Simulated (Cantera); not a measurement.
Mixture: CH4 : O2 : N2 : H2O = 1 : 1.11 : 4.18 : 0.27 (molar parts), equivalence ratio 1.8, at 15000 Torr, adiabatic and at constant pressure. Ignition delay is the time to a rise of 400 K.

Cantera simulation using GRI-Mech 3.0 (53 species, 325 reactions); the numbers are that mechanism's predictions, not measurements. The pressure lies above the range GRI-Mech 3.0 was tuned for (to about 10 atm).

### Question
Predict: delay at 1100 K; delay at 1200 K; delay at 1300 K; delay at 1400 K; delay at 1500 K; apparent activation energy between 1400 and 1500 K.

### Answer
| Quantity | Result |
|---|---|
| delay at 1100 K | 10.2 ms |
| delay at 1200 K | 2.88 ms |
| delay at 1300 K | 0.964 ms |
| delay at 1400 K | 0.357 ms |
| delay at 1500 K | 0.141 ms |
| apparent activation energy between 1400 and 1500 K | 160 kJ/mol |
